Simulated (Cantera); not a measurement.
A closed system holds: 1 mol Si, 0.0028 mol O2, 2.1 mol H2, at 2.50 bar.

These are equilibrium values from Cantera (NASA tables, ideal gas, pure condensed phases), not measurements of a reactor. Candidate condensed phases: H2O, Si, SiO2; 18 gas species. Mutual solubility and eutectic melting of coexisting phases are not modelled. The tables hold silica as quartz up to 1696 K and as liquid above; real silica turns to tridymite and cristobalite and melts near 1996 K. Kinetics and transport are ignored. All values below are at 1075 °C.

Base state: H2 1.000 (mole fractions); condensed: Si(s) + SiO2(β-quartz).

Q: What changes in the equilibrium state with this change: pressure from 2.50 bar to 41.0 mbar?

A: 
```csv
species,before,after
H2,1.000,0.999
SiO,9.43e-6,0.000575
H,1.46e-6,1.14e-5
"Si(s), mol",0.997,0.997
"SiO2(β-quartz), mol",0.00279,0.00220
```
